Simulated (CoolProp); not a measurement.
Properties of n-pentane along the isobar 6.34 MPa.

Model: reference Helmholtz-energy equation of state, Thol 2019, in CoolProp.

```
T (K)          phase  density (kg/m³)  speed of sound (m/s)  Joule-Thomson coefficient (K/MPa)  expansivity (1/kK)  viscosity (µPa s)  conductivity (mW/(m K))
-----  -------------  ---------------  --------------------  ---------------------------------  ------------------  -----------------  -----------------------
343.3         liquid            585.0                 863.4                            -0.2729               1.750                ___                      101
372           liquid              ___                 741.7                            -0.1709               2.013                ___                     93.2
400.6         liquid            520.6                 622.5                           -0.02365               2.410               74.7                     86.5
429.3         liquid            481.7                 503.3                             0.2200               3.075               55.8                     81.1
458           liquid            433.7                 382.3                             0.7071               4.401                ___                     77.2
486.7  supercritical              ___                 260.2                              1.990               7.802                ___                     75.7
515.4  supercritical            266.7                 173.7                              5.244               14.09               16.1                     76.4
544    supercritical            184.6                 172.1                              6.415               10.40               12.8                     70.2
572.7  supercritical            145.8                 193.9                              5.346               6.531               12.2                     66.7
```

Question: Fill in the missing entries.

Answer: 
- 343.3, viscosity (µPa s): 128
- 372, density (kg/m³): 554.4
- 372, viscosity (µPa s): 97.9
- 458, viscosity (µPa s): 40.0
- 486.7, density (kg/m³): 367.1
- 486.7, viscosity (µPa s): 26.3

Viscosity comes from a separate model (Quiñones-Cisneros 2006), older than the equation that it now runs on, and unchecked against measurements. Thermal conductivity comes from a separate model (Vassiliou 2015).
